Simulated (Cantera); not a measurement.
Hydrocarbon pyrolysis for carbon deposition

An isothermal, constant-pressure homogeneous reactor starts with 6.25 % C2H6, 93.8 % N2, at 1648 K and 0.000355 atm.

Detailed kinetics in Cantera: GRI-Mech 3.0 (53 species, 325 reactions). GRI-Mech 3.0 stops at C3 and has no aromatics, soot or wall deposition, so with more carbon than oxygen in the feed, carbon stays in small species such as C2H2 where larger ones or solid carbon would form. Radical loss at walls, strong at low pressure, is not modelled.

```
t (s)      x C2H6     x CH3       x H     x HCN    x C2H2      x H2
--------  -------  --------  --------  --------  --------  --------
7.00e-6    0.0625   1.91e-5   5.70e-9    <1e-12    <1e-12  4.92e-11
2.34e-5    0.0625   6.36e-5   1.88e-8    <1e-12    <1e-12  5.42e-10
7.80e-5    0.0624  0.000212   6.34e-8    <1e-12    <1e-12   6.01e-9
0.000260   0.0621  0.000705   2.99e-7    <1e-12  2.44e-12   7.95e-8
0.000868   0.0612   0.00232   3.92e-6    <1e-12  2.73e-10   2.51e-6
0.00290    0.0581   0.00725   7.34e-5  3.87e-10   6.64e-8  0.000148
0.00967    0.0442    0.0192  0.000601   2.66e-7   6.82e-5   0.00486
0.0323    0.00730    0.0247   0.00188   3.81e-6   0.00682    0.0339
0.108     2.13e-5   0.00475   0.00118   1.06e-5    0.0346    0.0734
0.359     2.61e-6   0.00154  0.000514   1.22e-5    0.0460    0.0877
1.20      8.52e-7  0.000757  0.000308   1.29e-5    0.0495    0.0935
4.00      3.15e-7  0.000423  0.000216   1.35e-5    0.0510    0.0972
```
x: mole fraction; the columns are a selection and need not sum to one.

Equilibrium at this temperature and pressure: C2H6 <1e-12, CH3 1.07e-7, H 0.00157, HCN 0.0706, C2H2 0.0202, H2 0.110 (gas phase only).
